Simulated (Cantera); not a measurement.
Charge: 1 mol CH2F2, 1.6 mol H2, 0.058 mol CH4, held at 3475 K.

Cantera equilibrium calculation (NASA polynomials, part measured and part estimated; ideal gas, pure solids and liquids). Candidate condensed phases: C, C6H6, C7H8, C8H18; 95 gas species. Kinetics and transport are ignored.

Question: At 0.0220 bar, list the 6 most abundant gas species with their mole fractions, and the condensed phases.

Answer: H 0.576, HF 0.236, F 0.0756, C 0.0348, C3 0.0317, H2 0.0235. Condensed: gas only.
